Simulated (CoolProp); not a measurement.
A simple Rankine cycle with trans-2-butene: condensing at 329.15 K, boiler at 1.51 MPa, turbine inlet 413.4 K, turbine efficiency 0.8, pump efficiency 0.7, no recuperator. Each further row changes one setting.

Values from CoolProp's reference Helmholtz-energy equation of state, Lemmon 2005. It is a short technical equation, of lower accuracy than the large ones.

```
case                             thermal efficiency (%)  net work (kJ/kg)  heat in (kJ/kg)  turbine exit temperature (K)  volume ratio over the turbine
-------------------------------  ----------------------  ----------------  ---------------  ----------------------------  -----------------------------
as stated                                           7.9              38.2              485                         381.8                     (withheld)
turbine inlet 433.4 K                               7.8        (withheld)       (withheld)                         402.7                     (withheld)
condensing temperature 321.15 K                     9.2              46.6              505                         375.9                     (withheld)
boiler pressure 1.06 MPa                            5.2              26.2              498                         394.3                           1.89
turbine efficiency 0.7                       (withheld)              33.1              485                         384.3                           2.77
```

Question: Complete the blanks.

Answer: 
- as stated, volume ratio over the turbine: 2.75
- turbine inlet 433.4 K, net work (kJ/kg): 41.3
- turbine inlet 433.4 K, heat in (kJ/kg): 530
- turbine inlet 433.4 K, volume ratio over the turbine: 2.71
- condensing temperature 321.15 K, volume ratio over the turbine: 3.38
- turbine efficiency 0.7, thermal efficiency (%): 6.8
